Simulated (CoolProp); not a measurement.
Vapour-liquid equilibrium of R1234yf (1) + R227EA (2) at 192.9 K; x and y are mole fractions of (1).

Computed with CoolProp (multi-fluid Helmholtz-energy mixture model, Lemmon 2022 and Lemmon 2016; pair parameters Bell 2016).

| x | bubble pressure, mixture model (kPa) | bubble pressure, Raoult's law (kPa) | y, mixture model | y, Raoult's law |
|---|---|---|---|---|
| 0.05 | 2.202 | 2.186 | 0.128 | 0.122 |
| 0.15 | 2.552 | 2.517 | 0.325 | 0.318 |
| 0.25 | 2.890 | 2.848 | 0.472 | 0.468 |
| 0.35 | 3.220 | 3.179 | 0.587 | 0.587 |
| 0.45 | 3.546 | 3.510 | 0.681 | 0.683 |
| 0.55 | 3.870 | 3.841 | 0.760 | 0.763 |
| 0.65 | 4.193 | 4.172 | 0.827 | 0.831 |
| 0.75 | 4.517 | 4.504 | 0.885 | 0.888 |
| 0.85 | 4.842 | 4.835 | 0.935 | 0.937 |
| 0.95 | 5.168 | 5.166 | 0.980 | 0.980 |

The largest gap from Raoult's law is +1.5 % in bubble pressure, at x = 0.25. No azeotrope shows between x = 0.05 and 0.95.

Pair parameters are fitted to limited data, so mixtures are less certain than the pure fluids.
